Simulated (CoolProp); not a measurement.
Computed with CoolProp (reference Helmholtz-energy equation of state, Thol 2014).

**Question.** For chloromethane (R40), give the phase and the density (kg/m³), speed of sound (m/s), fugacity coefficient at 472 K and 9.74 MPa.

**Answer.** 
- 472 K and 9.74 MPa: supercritical; density 215, speed of sound 236, fugacity coefficient 0.685
